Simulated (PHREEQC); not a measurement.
KBr is added in steps, without added water, to 1 kg of water holding 41 mmol/kgw Na2HAsO4 and 4.6 mmol/kgw H2SO4, at 49 °C. O2 is buffered at 0.21 atm. No CO2 enters from the air. The run lets Mirabilite precipitate or redissolve, and no other solid.

Base run: PHREEQC, ion-association model, wateq4f.dat. Each further column changes one thing. The table gives pH.

| KBr added (mol) | base | Na2HAsO4 replaced by NaNO3 at the same molality | H2SO4 from 0.0046 to 0.046 mol/kgw | diluted 10-fold with water | no solid may form |
|---|---|---|---|---|---|
| 0 | 7.30 | 2.19 | 2.09 | 7.50 | 7.30 |
| 0.005125 | 7.30 | 2.19 | 2.08 | 7.48 | 7.30 |
| 0.008542 | 7.30 | 2.19 | 2.08 | 7.47 | 7.30 |
| 0.01367 | 7.29 | 2.19 | 2.08 | 7.45 | 7.29 |
| 0.01879 | 7.29 | 2.19 | 2.07 | 7.43 | 7.29 |
| 0.02221 | 7.29 | 2.19 | 2.07 | 7.42 | 7.29 |
| 0.02733 | 7.28 | 2.19 | 2.07 | 7.41 | 7.28 |
| 0.03246 | 7.28 | 2.19 | 2.07 | 7.40 | 7.28 |
| 0.03587 | 7.28 | 2.19 | 2.06 | 7.39 | 7.28 |
| 0.041 | 7.28 | 2.19 | 2.06 | 7.38 | 7.28 |

At this temperature some constants are extrapolated from 25 °C, and those without enthalpy data are left unchanged.
